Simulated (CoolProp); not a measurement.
Vapour-liquid equilibrium of CH2F2 (R32) (1) + propylene (2) at 215.7 K; x and y are mole fractions of (1).

Computed with CoolProp (multi-fluid Helmholtz-energy mixture model, Tillner-Roth 1997 and Lemmon 2013; pair parameters Bell 2016).

Q: Give the bubble pressure and the first vapour's composition at x = 0.35, 0.45, 0.95. Is there an azeotrope?

A: x = 0.35: 0.1092 MPa, y = 0.534; x = 0.45: 0.1106 MPa, y = 0.555; x = 0.95: 0.09105 MPa, y = 0.790. y crosses x between x = 0.55 and 0.65: the model has an azeotrope there.

The pair parameters rest on a limited set of measurements; away from them the model extrapolates. With so large a gap from Raoult's law the liquid may split in two, which this calculation doesn't test in full.
